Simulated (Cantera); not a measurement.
# Gas-phase reforming

A perfectly stirred reactor is fed with CH4 : H2O : H2 = 1 : 0.36 : 0.13 (molar parts), at 3750 Torr; it is held at 2048 K, and followed from long to short residence time.

Model: GRI-Mech 3.0 (53 species, 325 reactions), integrated in Cantera. GRI-Mech 3.0 stops at C3 and has no aromatics, soot or wall deposition, so with more carbon than oxygen in the feed, carbon stays in small species such as C2H2 where larger ones or solid carbon would form.

```
τ (s)     x CH4     x H2O   x H2  x C2H2    x C2H6     x HO2   x C2H4
-------  ------  --------  -----  ------  --------  --------  -------
5.1      0.0123  0.000187  0.751   0.106   3.22e-6    <1e-12  0.00204
1.8      0.0125  0.000520  0.750   0.106   3.28e-6    <1e-12  0.00205
0.60     0.0130   0.00153  0.749   0.106   3.48e-6    <1e-12  0.00205
0.21     0.0144   0.00422  0.746   0.107   4.02e-6    <1e-12  0.00207
0.072    0.0177    0.0112  0.739   0.110   5.58e-6    <1e-12  0.00213
0.025    0.0243    0.0265  0.722   0.117   9.77e-6    <1e-12  0.00225
0.0085   0.0365    0.0535  0.693   0.129   2.11e-5    <1e-12  0.00247
0.0029   0.0569    0.0886  0.652   0.142   5.13e-5  1.32e-12  0.00283
0.0010   0.0902     0.123  0.602   0.149  0.000130  2.46e-12  0.00346
0.00035   0.143     0.149  0.542   0.143  0.000330  3.47e-12  0.00489
0.00012   0.222     0.171  0.464   0.121  0.000813  4.27e-12  0.00837
```
x: mole fraction; the columns are a selection and need not sum to one.
